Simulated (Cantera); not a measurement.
Halide evaporation, hydrolysis and transport: CsF + H₂ + N₂

Feed: 1 mol CsF, a varied amount of H₂, 0.15 mol N₂, held at 2173.15 K and 0.000560 bar.

Equilibrium computed with Cantera from the NASA thermochemical tables; the gas is ideal and each condensed phase is pure. Candidate condensed phases: Cs, CsF; 25 gas species. Equilibrium is a limit: real reactors are often held back by kinetics, nucleation or transport.

```tsv
n(H₂) (mol)	x H₂	x CsF	x Cs	x HF	x H	x N₂
0.24	0.0281	0.418	0.212	0.212	0.0342	0.0946
0.34	0.0568	0.347	0.231	0.230	0.0486	0.0866
0.47	0.0956	0.286	0.238	0.238	0.0631	0.0786
0.66	0.149	0.227	0.238	0.238	0.0787	0.0698
0.92	0.212	0.177	0.229	0.229	0.0939	0.0608
1.3	0.285	0.131	0.212	0.212	0.109	0.0514
1.8	0.358	0.0948	0.191	0.191	0.122	0.0429
2.5	0.431	0.0659	0.167	0.167	0.134	0.0349
3.5	0.502	0.0435	0.141	0.141	0.145	0.0277
```
x: gas mole fraction; nothing condenses.

From 0.24 mol H₂ to 3.5 mol H₂ nothing is condensed. The main Cs-bearing gas is CsF at 0.24 mol H₂ and Cs at 3.5 mol H₂.
